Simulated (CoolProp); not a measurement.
The fluid at 298.15 K and 4.14 MPa is throttled through a valve to 2.76 MPa with no heat exchange. The same conditions are run with several fluids, on thermodynamics alone (safety and materials aside).

Values from CoolProp's reference Helmholtz-energy equation of state of each fluid (C2F6 (R116): Lemmon 2006; CF4 (R14): Platzer 1990; nitrogen: Span 2000; normal hydrogen: Leachman 2009; carbon monoxide: Lemmon 2006). The equations of Platzer and Polt are older, rougher fits.

Question: Rank C2F6 (R116), CF4 (R14), nitrogen, normal hydrogen, carbon monoxide by temperature change (K), highest first.

Answer: normal hydrogen (+0.4), nitrogen (-2.6), carbon monoxide (-3.1), CF4 (R14) (-7.7), C2F6 (R116) (-9.1)

```
fluid                                 final phase  final density (kg/m³)
---------------  --------------------------------  ---------------------
C2F6 (R116)      two-phase, vapour fraction 0.251                    650
CF4 (R14)                                     gas                    113
nitrogen                                      gas                   31.6
normal hydrogen                     supercritical                   2.21
carbon monoxide                               gas                   31.8
```
